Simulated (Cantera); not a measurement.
Input: 1 mol SiH4, a varied amount of HCl, 1.3 mol H2, at 2550 K and 0.100 bar.

Points: n(HCl) (mol) = 0.41, 0.49, 0.58, 0.7, 0.84, 1, 1.2, 1.5, 1.8, 2.1.

Cantera's Mixture.equilibrate('TP', solver="vcs", rtol=1e-11, max_steps=5000) on the NASA tables stopped like this:

```
ERROR: FAILURE its = 5001!

*******************************************************************************
CanteraError thrown by MultiPhase::equilibrate:
VCS solver failed. Return code: -1
*******************************************************************************
```

Q: What got this run through?

A: One answer among several that fit: The failure is numerical, not chemical. The same input converged with solver="gibbs", rtol=1e-10, max_steps=50000, and the result passed a check of the equilibrium conditions:
```
log10 of partial pressures in bar; condensed amounts in mol
    n(HCl)        H2       HCL         H     SiCL2        Si      SiCL        CL       SiH       Si2     Si(L)
      0.41    -1.125    -2.168    -2.068    -3.060    -2.164    -3.203    -3.264    -3.337    -3.707    0.6032
      0.49    -1.133    -2.113    -2.072    -2.942    -2.164    -3.143    -3.205    -3.341    -3.707     0.579
      0.58    -1.141    -2.063    -2.076    -2.834    -2.164    -3.089    -3.151    -3.345    -3.707    0.5505
       0.7    -1.151    -2.010    -2.081    -2.718    -2.164    -3.032    -3.093    -3.350    -3.707    0.5109
      0.84    -1.162    -1.962    -2.087    -2.612    -2.164    -2.978    -3.040    -3.356    -3.707    0.4628
         1    -1.174    -1.920    -2.093    -2.515    -2.164    -2.930    -2.991    -3.362    -3.707    0.4058
       1.2    -1.187    -1.879    -2.100    -2.419    -2.164    -2.882    -2.943    -3.368    -3.707    0.3322
       1.5    -1.206    -1.833    -2.109    -2.309    -2.164    -2.827    -2.889    -3.378    -3.707    0.2179
       1.8    -1.222    -1.800    -2.117    -2.227    -2.164    -2.786    -2.847    -3.386    -3.707   0.09999
       2.1    -1.237    -1.770    -2.124    -2.164    -2.176    -2.760    -2.810    -3.405    -3.730         0
```

The gas is ideal and each condensed phase is pure. The tables' values for SiCl, SiCl3 are old estimates; treat these amounts as uncertain. Gases not in the tables: Si2H6 and higher silanes.
